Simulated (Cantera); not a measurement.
A Cantera script and what it prints.

```python
import numpy as np
import cantera as ct

gas_names = """
    C2H4 C6H6 H2
""".split()
cond_names = """

""".split()


# ... load() reads the species with a 1 bar reference pressure and builds the phases ...
species = {s.name: s for s in load("nasa_gas.yaml", gas_names) + load("nasa_condensed.yaml", cond_names)}
# Each term lists the table entries of one substance; the one whose range holds T is used.
reactions = {
    '3 C2H4(g) = C6H6(g) + 3 H2(g)':
        [(-3, ['C2H4']), (1, ['C6H6']), (3, ['H2'])],
}


def pick(names, T):
    return next(species[n] for n in names if species[n].thermo.min_temp <= T <= species[n].thermo.max_temp)


results = []
for label, terms in reactions.items():
    print(label)
    print("     T/K   dH/kJ  dS/(J/K)   dG/kJ   log10 K")
    for T in [300, 825, 975, 1125, 1275, 1425, 1575, 1725, 1875, 2025, 2175]:
        used = [(nu, pick(names, T)) for nu, names in terms]
        dH = sum(nu * s.thermo.h(T) for nu, s in used) / 1e6
        dS = sum(nu * s.thermo.s(T) for nu, s in used) / 1e3
        dG = dH - T * dS / 1e3
        logK = -dG * 1e6 / (ct.gas_constant * T * np.log(10))
        results.append((label, T, dH, dS, dG, logK, [s.name for _, s in used]))
        print(f"{T:8g} {dH:8.1f} {dS:8.1f} {dG:8.1f} {logK:8.2f}")
```

Result:

```
3 C2H4(g) = C6H6(g) + 3 H2(g)
     T/K   dH/kJ  dS/(J/K)   dG/kJ   log10 K
     300    -74.5      3.5    -75.6    13.16
     825    -55.8     41.0    -89.6     5.67
     975    -52.3     44.9    -96.1     5.15
    1125    -49.5     47.6   -103.0     4.78
    1275    -47.3     49.4   -110.3     4.52
    1425    -45.6     50.7   -117.8     4.32
    1575    -44.2     51.6   -125.5     4.16
    1725    -43.1     52.3   -133.3     4.04
    1875    -42.2     52.8   -141.2     3.93
    2025    -41.5     53.1   -149.1     3.85
    2175    -40.9     53.4   -157.1     3.77
```

Standard-state values (1 bar) from the NASA 1993 polynomials, evaluated with Cantera. Condensed species are held in their standard states even where they would react or evaporate.
